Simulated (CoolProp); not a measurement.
Aqueous lithium chloride as a coolant, at -15 °C, 1 atm.

The numbers come from the Melinder's fits for secondary coolants in CoolProp.

```json
[
 {"mass %": "12.9", "freezing point (°C)": "(withheld)", "viscosity (mPa s)": "(withheld)", "cp (kJ/(kg K))": "3.430", "Prandtl number": "31.0", "density (kg/m³)": "1078"},
 {"mass %": "15.5", "freezing point (°C)": "-25.5", "viscosity (mPa s)": "5.14", "cp (kJ/(kg K))": "3.278", "Prandtl number": "32.9", "density (kg/m³)": "(withheld)"},
 {"mass %": "18.2", "freezing point (°C)": "-35.8", "viscosity (mPa s)": "(withheld)", "cp (kJ/(kg K))": "3.133", "Prandtl number": "35.2", "density (kg/m³)": "1112"},
 {"mass %": "20.8", "freezing point (°C)": "-47.7", "viscosity (mPa s)": "(withheld)", "cp (kJ/(kg K))": "3.015", "Prandtl number": "38.0", "density (kg/m³)": "1129"},
 {"mass %": "23.5", "freezing point (°C)": "-60.7", "viscosity (mPa s)": "(withheld)", "cp (kJ/(kg K))": "2.929", "Prandtl number": "42.4", "density (kg/m³)": "1146"}
]
```

Task: Fill in the missing entries.

Result: 
- 12.9, freezing point (°C): -18.1
- 12.9, viscosity (mPa s): 4.66
- 15.5, density (kg/m³): 1095
- 18.2, viscosity (mPa s): 5.70
- 20.8, viscosity (mPa s): 6.34
- 23.5, viscosity (mPa s): 7.22
